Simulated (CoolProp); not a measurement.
Vapour pressure (MPa) of diethyl ether: the reference equation beside estimates from Tc = 194.7 °C, pc = 3.717 MPa, ω = 0.282. Clausius-Clapeyron is anchored at 52.15 °C with a constant enthalpy of vaporisation of 25.36 kJ/mol.

Model: reference Helmholtz-energy equation of state, Thol 2014, in CoolProp.

```tsv
T (°C)	reference	Lee-Kesler	Clausius-Clapeyron	Redlich-Kwong	Soave-Redlich-Kwong	Peng-Robinson
40.55	0.1252	0.1238	0.1291	0.2234	0.1239	0.1242
43.45	0.1380	0.1366	0.1411	0.2425	0.1367	0.1368
46.35	0.1518	0.1504	0.1540	0.2627	0.1504	0.1504
49.25	0.1667	0.1653	0.1678	0.2841	0.1652	0.1650
52.15	0.1826	0.1813	0.1826	0.3068	0.1812	0.1808
55.05	0.1997	0.1984	0.1984	0.3307	0.1983	0.1976
57.95	0.2180	0.2168	0.2152	0.3560	0.2166	0.2157
60.85	0.2376	0.2364	0.2331	0.3826	0.2362	0.2350
63.75	0.2584	0.2574	0.2522	0.4106	0.2572	0.2556
66.65	0.2807	0.2797	0.2724	0.4400	0.2795	0.2776
69.55	0.3044	0.3035	0.2939	0.4709	0.3034	0.3010
72.45	0.3295	0.3287	0.3167	0.5034	0.3287	0.3259
75.35	0.3562	0.3555	0.3409	0.5374	0.3556	0.3524
78.25	0.3846	0.3840	0.3664	0.5729	0.3842	0.3805
```

Absolute difference from the reference over all 14 rows, mean and median: Lee-Kesler 0.6 and 0.5 %, Clausius-Clapeyron 2.4 and 2.3 %, Redlich-Kwong 62.8 and 62.2 %, Soave-Redlich-Kwong 0.6 and 0.6 %, Peng-Robinson 1.0 and 1.1 %.
